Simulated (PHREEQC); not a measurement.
Solution (23 °C): 0.037 mol HF and 0.013 mol NaF per kg of water. Closed to the air; pH follows from the charge balance.

The numbers come from PHREEQC with the ion-association model, wateq4f.dat.

| quantity | before | after |
|---|---|---|
| pH | 2.77 | 2.34 |
| ionic strength (mol/kgw) | 0.0148 | 0.00492 |
| HF (mol/kgw) | 0.0289 | 0.0274 |
| F- (mol/kgw) | 0.0134 | 0.00445 |
| HF2- (mol/kgw) | 0.00146 | 0.000462 |

Problem. What was changed between the two runs?
A) NaF left out
B) HF left out
C) temperature from 23 to 90 °C
D) diluted 5-fold with water
E) 0.06 mol/kgw Na2SeO4 added

Solution. A, NaF left out

This is a speciation only: nothing precipitates in the calculation. wateq4f.dat counts part of the HF as a dimer, H2F2, which phreeqc.dat doesn't know; its constant is uncertain.
